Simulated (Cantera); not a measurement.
## Low-pressure radical oxidation in H2/O2

An isothermal, constant-pressure homogeneous reactor starts with 8.72 % H₂, 45.9 % O₂, 37.2 % N₂, 8.26 % H₂O, equivalence ratio 0.095, at 1148 K and 20.0 Torr.

Model: GRI-Mech 3.0 (53 species, 325 reactions), integrated in Cantera. Radical loss at walls, strong at low pressure, is not modelled. The temperature is held fixed by assumption; the heat of reaction is taken as removed at once.

```
t (s)         x H₂   x O₂       x H      x OH    x HO₂       x O
--------  --------  -----  --------  --------  -------  --------
0.000700    0.0871  0.459   3.85e-6   1.66e-6  1.13e-7   2.88e-6
0.00129     0.0792  0.454   0.00320   0.00129  8.98e-6   0.00230
0.00238    0.00591  0.415    0.0248   0.00501  1.12e-5    0.0239
0.00439    0.00377  0.421    0.0131   0.00406  1.11e-5    0.0160
0.00810    0.00191  0.428   0.00444   0.00285  1.02e-5   0.00783
0.0149    0.000684  0.432  0.000906   0.00167  7.80e-6   0.00275
0.0276    0.000195  0.433  0.000135  0.000880  4.45e-6  0.000780
0.0508     5.37e-5  0.434   1.98e-5  0.000464  1.96e-6  0.000217
0.0937     1.62e-5  0.434   3.41e-6  0.000259  7.72e-7   6.72e-5
0.173      5.54e-6  0.434   7.18e-7  0.000154  3.11e-7   2.38e-5
0.319      2.14e-6  0.434   1.80e-7   9.74e-5  1.33e-7   9.45e-6
0.588      9.04e-7  0.434   5.11e-8   6.41e-5  6.10e-8   4.09e-6
1.08       4.09e-7  0.434   1.60e-8   4.35e-5  2.96e-8   1.89e-6
2.00       1.95e-7  0.434   5.36e-9   3.02e-5  1.54e-8   9.12e-7
```
x: mole fraction; the columns are a selection and need not sum to one.

Equilibrium at this temperature and pressure: H₂ 6.82e-9, O₂ 0.434, H 3.65e-11, OH 5.67e-6, HO₂ 6.80e-9, O 3.22e-8 (gas phase only).
